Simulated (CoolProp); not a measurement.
Model: reference Helmholtz-energy equation of state, Gao 2022, in CoolProp.

Give the vapour pressure (MPa), liquid density (kg/m³), vapour density (kg/m³), enthalpy of vaporisation (kJ/kg) of saturated n-perfluorohexane at 93.55, 117.05 °C.


```csv
T (°C),p (MPa),liquid density (kg/m³),vapour density (kg/m³),enthalpy of vaporisation (kJ/kg)
93.55,0.301,1450,38.7,73.0
117.05,0.536,1350,71.1,64.0
```
